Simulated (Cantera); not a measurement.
**Adiabatic ignition**

An adiabatic, constant-volume homogeneous reactor starts with CH4 : C2H6 : O2 : N2 : H2O = 1 : 0.039 : 3.75 : 14.1 : 1.6 (molar parts), at 1450 K and 3.40 bar.

Computed with Cantera and GRI-Mech 3.0 (53 species, 325 reactions).

```tsv
t (s)	T (K)	P (bar)	x CH4	x C2H6	x O2	x H2O	x NO2	x CO2	x H
1.00e-6	1450	3.40	0.0488	0.00190	0.183	0.0781	<1e-12	1.24e-12	5.14e-9
2.51e-6	1450	3.40	0.0488	0.00190	0.183	0.0781	<1e-12	2.05e-11	8.90e-9
6.31e-6	1450	3.40	0.0488	0.00190	0.183	0.0781	<1e-12	3.38e-10	1.95e-8
1.58e-5	1450	3.40	0.0488	0.00189	0.183	0.0781	<1e-12	5.98e-9	5.64e-8
3.98e-5	1450	3.40	0.0487	0.00186	0.183	0.0781	<1e-12	1.18e-7	2.18e-7
0.000100	1452	3.41	0.0483	0.00183	0.183	0.0785	<1e-12	1.82e-6	6.97e-7
0.000251	1484	3.48	0.0436	0.00179	0.179	0.0829	1.86e-12	3.89e-5	6.21e-6
0.000631	2610	6.18	<1e-12	<1e-12	0.0761	0.170	2.35e-6	0.0476	0.000809
0.00158	2602	6.16	<1e-12	<1e-12	0.0738	0.171	7.87e-6	0.0477	0.000775
0.00398	2592	6.13	<1e-12	<1e-12	0.0712	0.171	1.42e-5	0.0478	0.000736
0.0100	2588	6.12	<1e-12	<1e-12	0.0702	0.171	1.65e-5	0.0479	0.000722
0.0251	2588	6.12	<1e-12	<1e-12	0.0702	0.171	1.66e-5	0.0479	0.000721
0.0631	2588	6.12	<1e-12	<1e-12	0.0702	0.171	1.66e-5	0.0479	0.000721
0.158	2588	6.12	<1e-12	<1e-12	0.0702	0.171	1.66e-5	0.0479	0.000721
0.398	2588	6.12	<1e-12	<1e-12	0.0702	0.171	1.66e-5	0.0479	0.000721
1.00	2588	6.12	<1e-12	<1e-12	0.0702	0.171	1.66e-5	0.0479	0.000721
```
x: mole fraction; the columns are a selection and need not sum to one.

The time of steepest temperature rise is 0.319 ms. The temperature at 1.00 s is 2588 K. The equilibrium temperature comes out as 2588 K. The x(CH4) at 1.00 s is <1e-12 (gas-phase equilibrium <1e-12), the x(C2H6) at 1.00 s comes out as <1e-12 (gas-phase equilibrium <1e-12) and the x(O2) at 1.00 s is 0.0702 (gas-phase equilibrium 0.0702).
